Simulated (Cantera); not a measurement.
An adiabatic, constant-pressure homogeneous reactor starts with CH4 : C2H6 : C3H8 : O2 : N2 : H2O = 1 : 0.094 : 0.1 : 1.41 : 5.32 : 0.21 (molar parts), equivalence ratio 2.0, at 1150 K and 0.987 atm.

Model: GRI-Mech 3.0 (53 species, 325 reactions), integrated in Cantera.

Question: Predict: time of steepest temperature rise; temperature at 0.400 s; equilibrium temperature; x(CO2) at 0.400 s.

Answer: 
```
Property                                                          Result
---------------------------------  -------------------------------------
time of steepest temperature rise                                15.0 ms
temperature at 0.400 s                                            2219 K
equilibrium temperature                                           2219 K
x(CO2) at 0.400 s                  0.0213 (gas-phase equilibrium 0.0213)
```
